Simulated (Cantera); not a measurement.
Mixture: 5.10 % CH₄, 20.0 % O₂, 74.9 % N₂, at 5.43 atm, adiabatic and at constant pressure. Ignition delay is the time to a rise of 400 K.

Model: GRI-Mech 3.0 (53 species, 325 reactions), integrated in Cantera.

Q: Predict: delay at 1050 K; delay at 1150 K; delay at 1250 K; delay at 1350 K; delay at 1450 K; apparent activation energy between 1400 and 1500 K.

A: 
| Item | Result |
|---|---|
| delay at 1050 K | 55.2 ms |
| delay at 1150 K | 12.7 ms |
| delay at 1250 K | 3.50 ms |
| delay at 1350 K | 1.10 ms |
| delay at 1450 K | 0.389 ms |
| apparent activation energy between 1400 and 1500 K | 170 kJ/mol |
